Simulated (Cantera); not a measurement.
An isothermal, constant-pressure homogeneous reactor starts with 1.23 % CH4, 98.8 % H2, at 1975 K and 4.43 Torr.

Detailed kinetics in Cantera: GRI-Mech 3.0 (53 species, 325 reactions). GRI-Mech 3.0 stops at C3 and has no aromatics, soot or wall deposition, so with more carbon than oxygen in the feed, carbon stays in small species such as C2H2 where larger ones or solid carbon would form. Radical loss at walls, strong at low pressure, is not modelled.

x: mole fraction; the columns are a selection and need not sum to one.

```json
[
 {"t (s)": "0.000600", "x CH4": "0.0123", "x H2": "0.988", "x C2H6": "1.22e-10", "x CH3": "1.39e-5", "x CH2": "7.96e-10", "x C2H4": "1.06e-9"},
 {"t (s)": "0.00223", "x CH4": "0.0123", "x H2": "0.987", "x C2H6": "(withheld)", "x CH3": "(withheld)", "x CH2": "(withheld)", "x C2H4": "(withheld)"},
 {"t (s)": "0.00826", "x CH4": "0.0122", "x H2": "0.987", "x C2H6": "2.34e-8", "x CH3": "0.000169", "x CH2": "1.44e-7", "x C2H4": "1.36e-6"},
 {"t (s)": "0.0307", "x CH4": "0.0116", "x H2": "0.985", "x C2H6": "1.86e-7", "x CH3": "0.000577", "x CH2": "1.70e-6", "x C2H4": "1.32e-5"},
 {"t (s)": "0.114", "x CH4": "(withheld)", "x H2": "0.983", "x C2H6": "(withheld)", "x CH3": "(withheld)", "x CH2": "(withheld)", "x C2H4": "(withheld)"},
 {"t (s)": "0.422", "x CH4": "0.00154", "x H2": "0.983", "x C2H6": "1.70e-8", "x CH3": "0.000298", "x CH2": "3.54e-6", "x C2H4": "1.74e-6"},
 {"t (s)": "1.57", "x CH4": "0.000209", "x H2": "0.981", "x C2H6": "4.03e-10", "x CH3": "5.36e-5", "x CH2": "8.77e-7", "x C2H4": "3.68e-7"},
 {"t (s)": "5.81", "x CH4": "3.05e-5", "x H2": "0.978", "x C2H6": "1.04e-11", "x CH3": "9.80e-6", "x CH2": "2.02e-7", "x C2H4": "2.89e-7"},
 {"t (s)": "21.6", "x CH4": "8.65e-6", "x H2": "0.976", "x C2H6": "1.03e-12", "x CH3": "3.09e-6", "x CH2": "7.13e-8", "x C2H4": "2.69e-7"},
 {"t (s)": "80.0", "x CH4": "7.82e-6", "x H2": "0.976", "x C2H6": "<1e-12", "x CH3": "2.81e-6", "x CH2": "6.50e-8", "x C2H4": "2.68e-7"}
]
```

Task: Fill in the missing entries.

Result: 
- 0.00223, x C2H6: 1.89e-9
- 0.00223, x CH3: 4.72e-5
- 0.00223, x CH2: 1.08e-8
- 0.00223, x C2H4: 4.22e-8
- 0.114, x CH4: 0.00734
- 0.114, x C2H6: 2.60e-7
- 0.114, x CH3: 0.000960
- 0.114, x CH2: 7.01e-6
- 0.114, x C2H4: 1.79e-5
